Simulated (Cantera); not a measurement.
Ignition delay

Mixture: CH4 : CO : O2 : N2 = 1 : 0.11 : 1.71 : 6.44 (molar parts), equivalence ratio 1.2, at 2500000 Pa, adiabatic and at constant pressure. Ignition delay is the time to a rise of 400 K.

Computed with Cantera and GRI-Mech 3.0 (53 species, 325 reactions). The pressure lies above the range GRI-Mech 3.0 was tuned for (to about 10 atm).

```json
[
 {"T0 (K)": "1150", "delay (ms)": "4.37"},
 {"T0 (K)": "1225", "delay (ms)": "1.64"},
 {"T0 (K)": "1300", "delay (ms)": "0.686"},
 {"T0 (K)": "1375", "delay (ms)": "0.309"},
 {"T0 (K)": "1450", "delay (ms)": "0.148"}
]
```

```json
{
  "apparent activation energy between 1300 and 1450 K": "160 kJ/mol"
}
```
